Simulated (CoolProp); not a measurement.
Vapour-liquid equilibrium of CHF3 (R23) (1) + propylene (2) at 213 K; x and y are mole fractions of (1).

Model: multi-fluid Helmholtz-energy mixture model, Penoncello 2003 and Lemmon 2013; pair parameters Bell 2016, in CoolProp.

```tsv
x	bubble pressure (MPa)	y at the bubble point	dew pressure at overall composition x (MPa)	liquid density (mol/L)
0.05	0.1004	0.466	0.05798	15.01
0.15	0.1682	0.701	[?]	15.31
0.25	0.2126	[?]	0.07284	15.64
0.35	0.2407	0.815	0.08348	15.98
0.45	0.2586	0.837	0.09767	16.35
0.55	0.2708	0.853	0.1175	16.76
0.65	0.2804	0.868	0.1470	17.22
0.75	[?]	0.886	0.1944	17.74
0.85	0.2988	0.913	0.2686	18.34
0.95	[?]	0.961	0.3059	19.02
```

Problem. Some entries are withheld; supply them.

Solution. 
- 0.15, dew pressure at overall composition x (MPa): 0.06457
- 0.25, y at the bubble point: 0.778
- 0.75, bubble pressure (MPa): 0.2895
- 0.95, bubble pressure (MPa): 0.3072

No azeotrope shows between x = 0.05 and 0.95.

Pair parameters are fitted to limited data, so mixtures are less certain than the pure fluids. With so large a gap from Raoult's law the liquid may split in two, which this calculation doesn't test in full.
